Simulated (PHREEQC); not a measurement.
A PHREEQC input (ion-association model, phreeqc.dat):

```
SOLUTION 1
  temp 25
  units M
  pH 6.84
  pe 11.7
  Na 0.0121
  K 0.00339
  Ca 0.0171
  Mg 0.00243
  Cl 0.025
  S(6) 0.00193 as SO4
  Alkalinity 0.0561 as HCO3
  O(0) 1.72e-05
END
USE solution 1
EQUILIBRIUM_PHASES 1
  Gypsum 0 0
  Quartz 0 0.5
  CO2(g) -2.5 10
END
```

It stops with these messages:

```
ERROR: Calculations terminating due to input errors.
```

The fault: a unit that the program doesn't know. The line should read `units mg/kgw` where the input has `units M`. With the mend the run ends at pH 5.19 and ionic strength 8.71e-6 mol/kgw.
